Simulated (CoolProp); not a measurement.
Vapour-liquid equilibrium of R1234ze(E) (1) + n-pentane (2) at 49.4 kPa; x and y are mole fractions of (1).

Values from CoolProp's multi-fluid Helmholtz-energy mixture model, Thol 2016 and Thol 2019; pair parameters Bell 2016.

Question: Give the bubble temperature and the first vapour's composition at x = 0.65, 0.875, 0.95. Is there an azeotrope?

Answer: x = 0.65: 241.6 K, y = 0.937; x = 0.875: 240.1 K, y = 0.960; x = 0.95: 239.4 K, y = 0.979. No azeotrope shows between x = 0.05 and 0.95.

Pair parameters are fitted to limited data, so mixtures are less certain than the pure fluids. With so large a gap from Raoult's law the liquid may split in two, which this calculation doesn't test in full.
